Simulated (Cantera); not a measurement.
Cantera run:

```python
import numpy as np
import cantera as ct

gas_names = """
    H H2 Si SiH SiH2 SiH3 SiH4 Si2 Si3
""".split()
cond_names = """
    Si(cr) Si(L)
""".split()


def load(file, names, dense=False):
    # The tables refer to 1 bar. Condensed volumes are neglected.
    table = {s.name: s for s in ct.Species.list_from_file(file)}
    out = []
    for n in names:
        d = dict(table[n].input_data)
        d["thermo"] = dict(d["thermo"], **{"reference-pressure": 1e5})
        if dense:
            d["equation-of-state"] = {"model": "constant-volume", "density": "1e6 g/cm^3"}
        out.append(ct.Species.from_dict(d))
    return out


gas = ct.Solution(thermo="ideal-gas", species=load("nasa_gas.yaml", gas_names))
cond = {s.name: ct.Solution(thermo="fixed-stoichiometry", species=[s], name=s.name)
        for s in load("nasa_condensed.yaml", cond_names, dense=True)}
atoms = {
    'Si': {'Si': 1},
    'H2': {'H': 2},
}
top_T = {}  # K; cautious upper limits of use, not melting points


def equilibrate(T, P, feed):
    n = {}
    for name, mol in feed.items():
        for a, k in atoms[name].items():
            n[a] = n.get(a, 0.0) + k * mol
    gas.TPX = T, P, n
    mass = sum(n.values()) * gas.mean_molecular_weight
    gas.equilibrate("TP")
    valid = [c for c in cond.values() if c.min_temp <= T <= top_T.get(c.name, c.max_temp)]
    mix = ct.Mixture([(gas, mass / gas.mean_molecular_weight)] + [(c, 0.0) for c in valid])
    mix.T, mix.P = T, P
    mix.equilibrate("TP", solver="vcs", rtol=1e-11, max_steps=5000)
    return mix


results = []
feed = {'Si': 1, 'H2': 0.78}  # mol
P = 450000  # Pa
for T in [698, 798, 898, 998, 1098, 1198, 1298, 1398, 1498, 1598, 1698]:
    mix = equilibrate(T, P, feed)
    results.append((T, P, feed, dict(zip(mix.species_names, mix.species_moles))))

top = {s: max(r[3][s] / sum(r[3][g] for g in gas_names) for r in results) for s in gas_names}
cols = sorted((s for s in top if top[s] > 1e-05), key=lambda s: -top[s])[:5]
seen = [c for c in cond_names if any(r[3].get(c, 0) > 1e-12 for r in results)]
print("log10 of partial pressures in bar; condensed amounts in mol")
print(f"{'T/K':>10s}" + "".join(f"{s[:9]:>10s}" for s in cols + seen))
for T, P, feed, n in results:
    ng = sum(n[g] for g in gas_names)
    print(f"{T:10.4g}" + "".join(f"{np.log10(max(n[s] / ng * P / 1e5, 1e-99)):10.3f}" for s in cols)
          + "".join(f"{n.get(c, 0):10.4g}" for c in seen))
```

Output:

```
log10 of partial pressures in bar; condensed amounts in mol
       T/K        H2         H      SiH2    Si(cr)     Si(L)
       698     0.653   -13.318   -14.837         1         0
       798     0.653   -11.248   -12.570         1         0
       898     0.653    -9.634   -10.808         1         0
       998     0.653    -8.341    -9.400         1         0
      1098     0.653    -7.280    -8.248         1         0
      1198     0.653    -6.394    -7.289         1         0
      1298     0.653    -5.643    -6.478         1         0
      1398     0.653    -4.998    -5.784         1         0
      1498     0.653    -4.438    -5.183         1         0
      1598     0.653    -3.947    -4.657         1         0
      1698     0.653    -3.513    -4.202         0         1
```

Cantera equilibrium calculation (NASA polynomials, part measured and part estimated; ideal gas, pure solids and liquids). Gases not in the tables: Si2H6 and higher silanes.
